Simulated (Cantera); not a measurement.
A freely propagating, adiabatic, planar premixed flame of 12.5 % CH4, 1.05 % CO, 16.9 % O2, 69.5 % N2, unburnt at 575 K and 0.450 bar; mixture-averaged transport, grid criteria slope 0.08 and curve 0.16, no radiation.

Model: GRI-Mech 3.0 (53 species, 325 reactions), integrated in Cantera. Burning velocities carry a grid error of a few per cent, more on coarse grids.

x: mole fraction of selected species; z is measured from the peak of heat release.

```tsv
z (mm)	T (K)	u (m/s)	x CH4	x CO	x O2	x H2	x CH2	x HCN
-4.00	576	0.546	0.124	0.0104	0.169	0.00457	<1e-8	<1e-8
-2.67	581	0.554	0.123	0.0105	0.167	0.0109	<1e-8	1.74e-8
-2.00	602	0.578	0.120	0.0109	0.165	0.0183	<1e-8	1.12e-7
-1.33	707	0.689	0.110	0.0143	0.156	0.0312	<1e-8	9.57e-7
-0.667	1115	1.11	0.0751	0.0331	0.116	0.0497	7.14e-8	7.13e-6
-0.334	?	1.48	?	?	?	?	?	?
0	1775	1.82	0.0134	0.0775	0.0324	0.0657	4.25e-5	3.19e-5
0.334	1929	1.98	0.00266	0.0873	0.00966	0.0675	5.34e-5	5.20e-5
0.667	1979	2.03	0.000602	0.0882	0.00258	0.0686	2.40e-5	6.15e-5
1.33	2003	2.05	7.13e-5	0.0863	0.000233	0.0709	3.79e-6	5.73e-5
2.67	2012	2.06	5.95e-6	0.0848	3.50e-5	0.0725	3.20e-7	3.92e-5
5.34	2018	2.07	2.78e-7	0.0846	2.42e-5	0.0730	1.20e-8	1.92e-5
10.7	2024	2.07	<1e-8	0.0848	?	0.0732	<1e-8	?
```

Task: Some entries are withheld; supply them.

Result: 
- -0.334, T (K): 1464
- -0.334, x CH4: 0.0424
- -0.334, x CO: 0.0546
- -0.334, x O2: 0.0753
- -0.334, x H2: 0.0593
- -0.334, x CH2: 4.03e-6
- -0.334, x HCN: 1.59e-5
- 10.7, x O2: 1.55e-5
- 10.7, x HCN: 6.65e-6
